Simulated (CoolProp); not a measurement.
Isopentane at several states: density (kg/m³) from the reference equation and from simpler models built on Tc = 460.3 K, pc = 3378 kPa, ω = 0.227; each cubic takes its own stable root.

Values from CoolProp's reference Helmholtz-energy equation of state, Lemmon 2006. It is a short technical equation, of lower accuracy than the large ones.

```csv
T (K),p (kPa),phase,reference,van der Waals,Redlich-Kwong,Peng-Robinson
268.5,300,liquid,644.5,397.1,585.9,677.1
374.6,3270,liquid,534.8,338.4,471.2,553.1
212.4,9590,liquid,702.6,438.6,642.6,729.0
```
